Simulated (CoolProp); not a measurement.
Ethylbenzene along the isobar 5250 kPa: Z from the reference equation and from simpler models built on Tc = 344.0 °C, pc = 3622 kPa, ω = 0.304; each cubic takes its own stable root.

Computed with CoolProp (reference Helmholtz-energy equation of state, Zhou 2012).

| T (°C) | phase | reference | Redlich-Kwong | Soave-Redlich-Kwong | Peng-Robinson |
|---|---|---|---|---|---|
| 210.95 | liquid | 0.1998 | 0.2361 | 0.2261 | 0.2001 |
| 223.25 | liquid | 0.1988 | 0.2357 | 0.2256 | 0.1997 |
| 235.65 | liquid | 0.1981 | 0.2359 | 0.2258 | 0.1998 |
| 247.95 | liquid | 0.1979 | 0.2367 | 0.2266 | 0.2006 |
| 260.35 | liquid | 0.1981 | 0.2381 | 0.2282 | 0.2021 |
| 272.75 | liquid | 0.1988 | 0.2404 | 0.2306 | 0.2044 |
| 285.05 | liquid | 0.2002 | 0.2435 | 0.2342 | 0.2078 |
| 297.45 | liquid | 0.2024 | 0.2478 | 0.2391 | 0.2125 |
| 309.75 | liquid | 0.2056 | 0.2535 | 0.2458 | 0.2189 |
| 322.15 | liquid | 0.2104 | 0.2612 | 0.2551 | 0.2279 |
| 334.45 | liquid | 0.2176 | 0.2716 | 0.2681 | 0.2406 |
| 346.85 | supercritical | 0.2295 | 0.2861 | 0.2875 | 0.2598 |
